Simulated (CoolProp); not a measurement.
c-C4F8 (RC318) along the isobar 1.25 MPa: fugacity coefficient from the reference equation and from simpler models built on Tc = 115.2 °C, pc = 2.778 MPa, ω = 0.355; each cubic takes its own stable root.

Model: reference Helmholtz-energy equation of state, Platzer 1990, in CoolProp. This equation is an older, rougher fit.

```tsv
T (°C)	phase	reference
111.45	gas	0.8486
127.95	gas	0.8697
144.45	gas	0.8872
160.95	gas	0.9021
177.35	gas	0.9146
193.85	gas	0.9255
210.35	gas	0.9350
226.85	gas	0.9432
```

Problem. How far does each simpler model (van der Waals, Redlich-Kwong, Soave-Redlich-Kwong, Peng-Robinson) lie from the reference over these 8 states: mean and median of the absolute difference, and the worst?

Solution. 
- van der Waals: mean 0.9 %, median 0.9 %, worst +1.8 % at 111.45 °C and 1.25 MPa
- Redlich-Kwong: mean 1.0 %, median 1.2 %, worst -1.4 % at 226.85 °C and 1.25 MPa
- Soave-Redlich-Kwong: mean 0.2 %, median 0.2 %, worst -0.4 % at 111.45 °C and 1.25 MPa
- Peng-Robinson: mean 1.5 %, median 1.5 %, worst -2.1 % at 111.45 °C and 1.25 MPa
